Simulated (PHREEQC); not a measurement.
A made-up water analysis in mmol/kgw, 20 °C, pH 8.44:

```csv
constituent,mmol/kgw
Na,87
K,4.42
Ca,1.79
Mg,12.6
Cl,149
S(6),25.3
Alkalinity (meq/kgw),0.98
```

Valence states are taken as typed.

Equilibrium calculation in PHREEQC: Pitzer model, pitzer.dat.

| Property | Result |
|---|---|
| ionic strength | 0.200 mol/kgw |
| specific conductance | 14400 µS/cm |
| density | 1.006 g/cm³ |
| osmotic coefficient | 0.879 |
| charge-balance error | -25.1 % |

| species | molality | activity | log γ |
|---|---|---|---|
| Cl- | 0.149 | 0.107 | -0.144 |
| Na+ | 0.0870 | 0.0645 | -0.130 |
| SO4-2 | 0.0253 | 0.00534 | -0.675 |
| Mg+2 | 0.0126 | 0.00376 | -0.524 |
| K+ | 0.00442 | 0.00318 | -0.143 |
| Ca+2 | 0.00179 | 0.000473 | -0.578 |
| HCO3- | 0.000864 | 0.000654 | -0.121 |
| CO3-2 | 3.39e-5 | 7.40e-6 | -0.660 |
| MgCO3 | 2.20e-5 | 2.20e-5 | 0.000 |
| CO2 | 5.48e-6 | 5.61e-6 | 0.010 |
| OH- | 2.76e-6 | 1.88e-6 | -0.168 |

Precipitation was switched off in this run. Examples of supersaturated solids here: Magnesite (slow to form). Others may be too.
